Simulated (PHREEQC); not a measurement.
Make-up at 70 °C: 0.018 mol/kgw HF, 6.9e-05 mol/kgw NaF and 0.00045 mol/kgw H3PO4. Closed to the air; pH follows from the charge balance.

All values are PHREEQC results (ion-association model, phreeqc.dat), not measurements.

Precipitation was switched off in this run.

Q: Order these F species by the share of F that they hold, largest first: F-, HF, HF2-.

A: HF (87 %), F- (11 %), HF2- (1.6 %)

The pH is 2.64 and the ionic strength 0.00248 mol/kgw. Species that the database lacks are ignored. Away from 25 °C the constants follow the database's enthalpies or fits; those with neither stay at their 25 °C values.
